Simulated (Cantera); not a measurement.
Charge: 1 mol Si2H6, 0.2 mol O3, 7 mol N2O, held at 1475 °C and 1.33 mbar.

These are equilibrium values from Cantera (NASA tables, ideal gas, pure condensed phases), not measurements of a reactor. Candidate condensed phases: H2O, Si, SiO2, Si2N2O, Si3N4; 35 gas species. The feed counts by its element totals alone. The tables hold silica as quartz up to 1696 K and as liquid above; real silica turns to tridymite and cristobalite and melts near 1996 K. The numbers say what is thermodynamically allowed, not how fast it happens.

Base state: N2 0.678, H2O 0.288, O2 0.0285, OH 0.00269, H2 0.00153, NO 0.00118, O 0.000339, H 0.000245 (mole fractions); condensed: SiO2(condensed).

Q: What changes in the equilibrium state with this change: pressure from 1.33 mbar to 0.290 bar?

A: 
```
species                 before     after
--------------------  --------  --------
N2                       0.678     0.679
H2O                      0.288     0.291
O2                      0.0285    0.0284
OH                     0.00269  0.000703
H2                     0.00153  0.000105
H                     0.000245   4.34e-6
O                     0.000339   2.29e-5
NO                     0.00118   0.00118
SiO2(condensed), mol      2.00      2.00
```
Gases not in the tables: Si(OH)4.

Q: What changes in the equilibrium state with this change: temperature from 1475 °C to 875 °C?

A: 
```csv
species,before,after
N2,0.678,0.680
H2O,0.288,0.291
O2,0.0285,0.0291
OH,0.00269,7.81e-6
H,0.000245,<1e-9
O,0.000339,3.72e-8
H2,0.00153,1.93e-7
NO,0.00118,4.47e-5
"SiO2(condensed), mol",2.00,0
"SiO2(β-quartz), mol",0,2.00
```
